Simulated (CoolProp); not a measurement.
The numbers come from the reference Helmholtz-energy equation of state, Thol 2012 in CoolProp.

Q: For benzene, give the phase and the speed of sound (m/s), conductivity (mW/(m K)), Prandtl number at 486.5 K and 0.101 MPa; 518.1 K and 0.101 MPa; 525.9 K and 0.101 MPa.

A: 
- 486.5 K and 0.101 MPa: gas; speed of sound 233, conductivity 28.7, Prandtl number 0.746
- 518.1 K and 0.101 MPa: gas; speed of sound 240, conductivity 32.1, Prandtl number 0.747
- 525.9 K and 0.101 MPa: gas; speed of sound 242, conductivity 33.0, Prandtl number 0.748

Viscosity comes from a separate model (Avgeri 2014). Thermal conductivity comes from a separate model (Assael 2012).
